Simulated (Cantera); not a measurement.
**Low-pressure radical oxidation in H2/O2**

An isothermal, constant-pressure homogeneous reactor starts with H₂ : O₂ = 0.27 : 1 (molar parts), at 1098 K and 0.0263 atm.

Detailed kinetics in Cantera: the H2/O2 subset of GRI-Mech 3.0, which has no nitrogen chemistry. Radical loss at walls, strong at low pressure, is not modelled. The temperature is held fixed by assumption; the heat of reaction is taken as removed at once.

```json
[
 {"t (s)": "1.00e-6", "x H₂": "0.213", "x O₂": "0.787", "x H": "3.68e-11", "x HO₂": "3.72e-11", "x H₂O₂": "<1e-12", "x H₂O": "<1e-12"},
 {"t (s)": "3.84e-6", "x H₂": "0.213", "x O₂": "0.787", "x H": "1.38e-10", "x HO₂": "1.43e-10", "x H₂O₂": "<1e-12", "x H₂O": "<1e-12"},
 {"t (s)": "1.48e-5", "x H₂": "0.213", "x O₂": "0.787", "x H": "5.07e-10", "x HO₂": "5.51e-10", "x H₂O₂": "<1e-12", "x H₂O": "3.51e-11"},
 {"t (s)": "5.68e-5", "x H₂": "0.213", "x O₂": "0.787", "x H": "2.39e-9", "x HO₂": "2.13e-9", "x H₂O₂": "<1e-12", "x H₂O": "1.24e-9"},
 {"t (s)": "0.000218", "x H₂": "0.213", "x O₂": "0.787", "x H": "6.78e-8", "x HO₂": "9.07e-9", "x H₂O₂": "1.21e-11", "x H₂O": "9.75e-8"},
 {"t (s)": "0.000839", "x H₂": "0.196", "x O₂": "0.779", "x H": "0.00751", "x HO₂": "9.99e-6", "x H₂O₂": "8.92e-8", "x H₂O": "0.0117"},
 {"t (s)": "0.00323", "x H₂": "0.00524", "x O₂": "0.735", "x H": "0.0185", "x HO₂": "2.57e-5", "x H₂O₂": "9.72e-7", "x H₂O": "0.214"},
 {"t (s)": "0.0124", "x H₂": "0.000325", "x O₂": "0.760", "x H": "0.000224", "x HO₂": "1.14e-5", "x H₂O₂": "8.07e-7", "x H₂O": "0.237"},
 {"t (s)": "0.0477", "x H₂": "1.71e-5", "x O₂": "0.762", "x H": "3.04e-6", "x HO₂": "1.57e-6", "x H₂O₂": "2.57e-7", "x H₂O": "0.238"},
 {"t (s)": "0.183", "x H₂": "1.66e-6", "x O₂": "0.762", "x H": "1.18e-7", "x HO₂": "2.23e-7", "x H₂O₂": "7.10e-8", "x H₂O": "0.238"},
 {"t (s)": "0.704", "x H₂": "2.61e-7", "x O₂": "0.762", "x H": "8.56e-9", "x HO₂": "4.27e-8", "x H₂O₂": "2.00e-8", "x H₂O": "0.238"},
 {"t (s)": "2.71", "x H₂": "5.30e-8", "x O₂": "0.762", "x H": "8.42e-10", "x HO₂": "1.06e-8", "x H₂O₂": "5.57e-9", "x H₂O": "0.238"},
 {"t (s)": "10.4", "x H₂": "1.23e-8", "x O₂": "0.762", "x H": "9.79e-11", "x HO₂": "4.79e-9", "x H₂O₂": "1.54e-9", "x H₂O": "0.238"},
 {"t (s)": "40.0", "x H₂": "3.50e-9", "x O₂": "0.762", "x H": "1.51e-11", "x HO₂": "5.30e-9", "x H₂O₂": "4.82e-10", "x H₂O": "0.238"}
]
```
x: mole fraction; the columns are a selection and need not sum to one.

Equilibrium at this temperature and pressure: H₂ 2.11e-9, O₂ 0.762, H 7.00e-12, HO₂ 6.36e-9, H₂O₂ 3.00e-10, H₂O 0.238 (gas phase only).
